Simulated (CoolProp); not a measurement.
Vapour-liquid equilibrium of cyclohexane (1) + ethylbenzene (2) at 377.4 K; x and y are mole fractions of (1).

Model: multi-fluid Helmholtz-energy mixture model, Zhou 2014 and Zhou 2012; pair parameters Bell 2016, in CoolProp.

| x | bubble pressure, mixture model (MPa) | bubble pressure, Raoult's law (MPa) | y, mixture model | y, Raoult's law |
|---|---|---|---|---|
| 0.05 | 0.04895 | 0.04723 | 0.230 | 0.207 |
| 0.2 | 0.07670 | 0.07062 | [?] | 0.553 |
| 0.35 | [?] | 0.09400 | 0.736 | 0.727 |
| 0.5 | 0.1257 | 0.1174 | 0.827 | 0.832 |
| 0.65 | [?] | 0.1408 | [?] | 0.902 |
| 0.8 | [?] | 0.1642 | [?] | 0.952 |
| 0.95 | 0.1882 | 0.1875 | [?] | 0.989 |

Problem. Some entries are withheld; supply them.

Solution. 
- 0.2, y, mixture model: 0.578
- 0.35, bubble pressure, mixture model (MPa): 0.1024
- 0.65, bubble pressure, mixture model (MPa): 0.1470
- 0.65, y, mixture model: 0.890
- 0.8, bubble pressure, mixture model (MPa): 0.1675
- 0.8, y, mixture model: 0.939
- 0.95, y, mixture model: 0.985

The largest gap from Raoult's law is +8.9 % in bubble pressure, at x = 0.35. No azeotrope shows between x = 0.05 and 0.95.

The pair parameters rest on a limited set of measurements; away from them the model extrapolates.
